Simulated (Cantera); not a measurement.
Charge: 1 mol SiH₂Cl₂, 110 mol H₂, held at 0.825 Torr.

Equilibrium computed with Cantera from the NASA thermochemical tables; the gas is ideal and each condensed phase is pure. Candidate condensed phases: Si; 19 gas species. The tables' values for SiCl are old estimates; treat these amounts as uncertain. Gases not in the tables: Si₂H₆ and higher silanes. Rates play no part.

x: gas mole fraction; n: condensed amount in mol.

```
T (K)   x H₂       x H    x HCl     x Si      x Cl  n Si(s)  n Si(l)
-----  -----  --------  -------  -------  --------  -------  -------
1250   0.983   1.44e-5   0.0164        ?   2.07e-7    0.921        0
1350   0.983   7.12e-5   0.0163        ?   9.86e-7    0.914        0
1450   0.983  0.000283   0.0162        ?   3.79e-6    0.907        0
1550   0.982  0.000941   0.0161        ?   1.23e-5    0.897        0
1650   0.980   0.00271   0.0159        ?   3.45e-5    0.863        0
1750   0.975   0.00692   0.0159        ?   8.70e-5        0    0.729
1850   0.961    0.0159   0.0157        ?  0.000198        0    0.188
1950   0.941    0.0335   0.0163  0.00799  0.000435        0        0
2050   0.909    0.0652   0.0160  0.00818  0.000850        0        0
2150   0.857     0.118   0.0150  0.00810   0.00151        0        0
2250   0.779     0.198   0.0134  0.00782   0.00246        0        0
2350   0.670     0.308   0.0112  0.00738   0.00369        0        0
2450   0.536     0.443  0.00864        ?   0.00508        0        0
```

What belongs in the gaps?


- 1250, x Si: 7.55e-9
- 1350, x Si: 1.81e-7
- 1450, x Si: 2.80e-6
- 1550, x Si: 3.02e-5
- 1650, x Si: 0.000244
- 1750, x Si: 0.00136
- 1850, x Si: 0.00586
- 2450, x Si: 0.00680
